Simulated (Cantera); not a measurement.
An isothermal, constant-pressure homogeneous reactor starts with 15.9 % CH4, 76.6 % CO2, 7.50 % H2, at 1975 K and 0.133 bar.

Computed with Cantera and GRI-Mech 3.0 (53 species, 325 reactions).

x: mole fraction; the columns are a selection and need not sum to one.

```tsv
t (s)	x CH4	x CO2	x H2	x CH2	x CO	x CH3	x H2O2
4.00e-5	0.158	0.765	0.0754	3.81e-7	0.000135	0.00114	<1e-12
0.000100	0.156	0.764	0.0760	2.01e-6	0.000663	0.00275	<1e-12
0.000250	0.147	0.757	0.0801	7.69e-6	0.00410	0.00575	1.72e-12
0.000626	___	0.718	___	___	___	___	5.23e-12
0.00157	0.0619	0.627	0.128	1.06e-5	0.0796	0.00408	1.29e-11
0.00392	0.0231	0.499	0.0959	8.49e-6	0.184	0.00191	3.37e-11
0.00980	___	___	___	___	___	___	8.87e-11
0.0245	0.00217	0.312	0.0633	4.39e-6	0.376	0.000335	9.31e-11
0.0613	0.000886	0.261	0.0811	1.18e-6	0.438	0.000118	6.54e-11
0.153	7.59e-6	0.248	0.0864	1.25e-8	0.453	1.20e-6	8.91e-11
0.383	1.35e-12	0.247	0.0863	<1e-12	0.453	<1e-12	2.06e-10
0.959	1.31e-12	0.247	0.0863	<1e-12	0.453	<1e-12	2.12e-10
2.40	1.31e-12	0.247	0.0863	<1e-12	0.453	<1e-12	2.12e-10
6.00	1.31e-12	0.247	0.0863	<1e-12	0.453	<1e-12	2.12e-10
```

**Question.** Fill in the missing entries.

**Answer.** 
- 0.000626, x CH4: 0.112
- 0.000626, x H2: 0.104
- 0.000626, x CH2: 1.29e-5
- 0.000626, x CO: 0.0234
- 0.000626, x CH3: 0.00671
- 0.00980, x CH4: 0.00478
- 0.00980, x CO2: 0.382
- 0.00980, x H2: 0.0537
- 0.00980, x CH2: 7.36e-6
- 0.00980, x CO: 0.295
- 0.00980, x CH3: 0.000661
